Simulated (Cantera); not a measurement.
A perfectly stirred reactor is fed with NO : N₂ = 1 : 0.9 (molar parts), at 375 Torr; it is held at 1873 K, and followed from long to short residence time.

Cantera simulation using GRI-Mech 3.0 (53 species, 325 reactions); the numbers are that mechanism's predictions, not measurements.

Problem. What does this change do: temperature 1873 to 1725 K?

Solution. 
| quantity | before | after |
|---|---|---|
| x(NO) at τ = 9.30 s | 0.197 | 0.362 |
| x(O) at τ = 9.30 s | 0.000138 | 2.44e-5 |
| x(N₂) at τ = 9.30 s | 0.638 | 0.556 |
| x(O₂) at τ = 9.30 s | 0.164 | 0.0815 |
| x(N₂O) at τ = 9.30 s | 1.53e-5 | 4.94e-5 |
| x(NO) at τ = 0.280 s | 0.492 | 0.517 |
| x(O) at τ = 0.280 s | 5.38e-5 | 8.44e-6 |
| x(N₂) at τ = 0.280 s | 0.491 | 0.478 |
| x(O₂) at τ = 0.280 s | 0.0171 | 0.00431 |
| x(N₂O) at τ = 0.280 s | 0.000101 | 0.000102 |

Problem. What does this change do: pressure from 375 Torr to 100.0 Torr?

Solution. 
| quantity | before | after |
|---|---|---|
| x(NO) at τ = 9.30 s | 0.197 | 0.305 |
| x(O) at τ = 9.30 s | 0.000138 | 0.000224 |
| x(N₂) at τ = 9.30 s | 0.638 | 0.584 |
| x(O₂) at τ = 9.30 s | 0.164 | 0.110 |
| x(N₂O) at τ = 9.30 s | 1.53e-5 | 3.39e-5 |
| x(NO) at τ = 0.280 s | 0.492 | 0.515 |
| x(O) at τ = 0.280 s | 5.38e-5 | 7.91e-5 |
| x(N₂) at τ = 0.280 s | 0.491 | 0.479 |
| x(O₂) at τ = 0.280 s | 0.0171 | 0.00525 |
| x(N₂O) at τ = 0.280 s | 0.000101 | 0.000105 |
